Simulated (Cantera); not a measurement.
**ZrO2 + H2 + H2O (hydrogen reduction and annealing atmospheres)**

Input: 1 mol ZrO2, 1.6 mol H2, 0.14 mol H2O, equilibrated at 300 Pa.

These are equilibrium values from Cantera (NASA tables, ideal gas, pure condensed phases), not measurements of a reactor. Candidate condensed phases: H2O, Zr, ZrO2; 12 gas species. The numbers say what is thermodynamically allowed, not how fast it happens.

| T (K) | x H2 | x H2O | x H | x OH | x O | x O2 | x ZrO2 | x ZrO | n ZrO2(monoclinic) | n ZrO2(tetragonal) |
|---|---|---|---|---|---|---|---|---|---|---|
| 1348 | 0.920 | 0.0805 | 4.05e-5 | 5.71e-8 | 2.35e-12 | <1e-12 | <1e-12 | <1e-12 | 1.00 | 0 |
| 1448 | 0.919 | 0.0805 | 0.000161 | 3.36e-7 | 5.24e-11 | 2.16e-12 | <1e-12 | <1e-12 | 1.00 | 0 |
| 1548 | 0.919 | 0.0804 | 0.000539 | 1.58e-6 | 7.85e-10 | 3.17e-11 | <1e-12 | <1e-12 | 0 | 1.00 |
| 1648 | 0.918 | 0.0804 | 0.00156 | 6.13e-6 | 8.49e-9 | 3.37e-10 | <1e-12 | <1e-12 | 0 | 1.00 |
| 1748 | 0.916 | 0.0803 | 0.00399 | 2.04e-5 | 7.01e-8 | 2.74e-9 | 1.31e-11 | <1e-12 | 0 | 1.00 |
| 1848 | 0.911 | 0.0800 | 0.00924 | 5.97e-5 | 4.62e-7 | 1.78e-8 | 2.38e-10 | 2.41e-12 | 0 | 1.00 |
| 1948 | 0.901 | 0.0795 | 0.0196 | 0.000156 | 2.52e-6 | 9.65e-8 | 3.19e-9 | 4.91e-11 | 0 | 1.00 |
| 2048 | 0.883 | 0.0785 | 0.0384 | 0.000372 | 1.17e-5 | 4.46e-7 | 3.29e-8 | 7.39e-10 | 0 | 1.00 |
| 2148 | 0.852 | 0.0767 | 0.0702 | 0.000814 | 4.73e-5 | 1.81e-6 | 2.72e-7 | 8.55e-9 | 0 | 1.000 |
x: gas mole fraction; n: condensed amount in mol.

From 1348 K to 1448 K the condensed part is ZrO2(monoclinic). From 1548 K to 2148 K the condensed part is ZrO2(tetragonal).
